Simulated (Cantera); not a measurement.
**Equilibrium for silicon carbide growth: CH3SiCl3 + CH4 + H2**

Charge: 1 mol CH3SiCl3, 0.012 mol CH4, 1.9 mol H2, held at 13.3 mbar.

Method: chemical equilibrium by Gibbs-energy minimisation in Cantera with the NASA 1993 tables (ideal gas, pure condensed phases). Candidate condensed phases: C, C6H6, C7H8, C8H18, Si, SiC; 109 gas species. The feed counts by its element totals alone. The tables' values for SiCl3, SiCl are old estimates; treat these amounts as uncertain. Gases not in the tables: Si2H6 and higher silanes. Rates play no part.

From 1650 K to 2200 K the condensed part is C(graphite) + SiC(s). The main Si-bearing gas is SiCl2 throughout. The share of Si in condensed phases is highest at 1650 K (83.5 %) and lowest at 2200 K (57.3 %).

| T (K) | x HCl | x H2 | x SiCl2 | x H | x Cl | n C(graphite) | n SiC(s) |
|---|---|---|---|---|---|---|---|
| 1650 | 0.538 | 0.427 | 0.0299 | 0.000514 | 0.000508 | 0.177 | 0.835 |
| 1700 | 0.530 | 0.430 | 0.0347 | 0.000837 | 0.000802 | 0.197 | 0.814 |
| 1750 | 0.521 | 0.434 | 0.0395 | 0.00133 | 0.00123 | 0.219 | 0.793 |
| 1800 | 0.511 | 0.438 | 0.0445 | 0.00205 | 0.00183 | 0.241 | 0.770 |
| 1850 | 0.501 | 0.442 | 0.0493 | 0.00310 | 0.00267 | 0.264 | 0.747 |
| 1900 | 0.490 | 0.445 | 0.0542 | 0.00459 | 0.00381 | 0.287 | 0.724 |
| 1950 | 0.478 | 0.449 | 0.0588 | 0.00665 | 0.00532 | 0.309 | 0.700 |
| 2000 | 0.466 | 0.451 | 0.0633 | 0.00946 | 0.00728 | 0.332 | 0.677 |
| 2050 | 0.454 | 0.453 | 0.0674 | 0.0132 | 0.00980 | 0.354 | 0.653 |
| 2100 | 0.440 | 0.454 | 0.0712 | 0.0182 | 0.0130 | 0.376 | 0.629 |
| 2150 | 0.425 | 0.453 | 0.0744 | 0.0246 | 0.0169 | 0.399 | 0.603 |
| 2200 | 0.410 | 0.451 | 0.0770 | 0.0328 | 0.0217 | 0.424 | 0.573 |
x: gas mole fraction; n: condensed amount in mol.
